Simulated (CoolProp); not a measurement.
Computed with CoolProp (reference Helmholtz-energy equation of state, Tillner-Roth 1994).

Problem. For R134a, give the phase and the Z, cp (kJ/(kg K)), cv (kJ/(kg K)) at 9.85 °C and 9730 kPa; 134.15 °C and 426 kPa.

Solution. 
- 9.85 °C and 9730 kPa: liquid; Z 0.325, cp 1.32, cv 0.890
- 134.15 °C and 426 kPa: gas; Z 0.972, cp 1.04, cv 0.943
